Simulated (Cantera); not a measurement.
A closed system holds: 1 mol Zr, 0.31 mol N₂O, 12 mol H₂, held at 0.0640 bar.

Method: chemical equilibrium by Gibbs-energy minimisation in Cantera with the NASA 1993 tables (ideal gas, pure condensed phases). Candidate condensed phases: H₂O, Zr, ZrN, ZrO₂; 28 gas species. Mutual solubility and eutectic melting of coexisting phases are not modelled. ZrN: taken at fixed stoichiometry. Condensed phases not in the tables: solid solutions among these carbides, nitrides and lower oxides, N, O or C dissolved in the metal. Rates play no part. All values below are at 2150 K.

Base state: H₂ 0.983, H 0.0165, ZrO 1.05e-5 (mole fractions); condensed: Zr(l) + ZrN(s) + ZrO₂(tetragonal).

**Question.** What changes in the equilibrium state with this change: 0.59 mol H₂O added?

**Answer.** 
```csv
species,before,after
H₂,0.983,0.981
H,0.0165,0.0165
N₂,9.90e-8,0.00274
H₂O,3.55e-6,4.56e-5
ZrO,1.05e-5,8.13e-7
"Zr(l), mol",0.225,0
"ZrN(s), mol",0.620,0.550
"ZrO₂(tetragonal), mol",0.155,0.450
```
Condensed phases not in the tables: solid solutions among these carbides, nitrides and lower oxides.
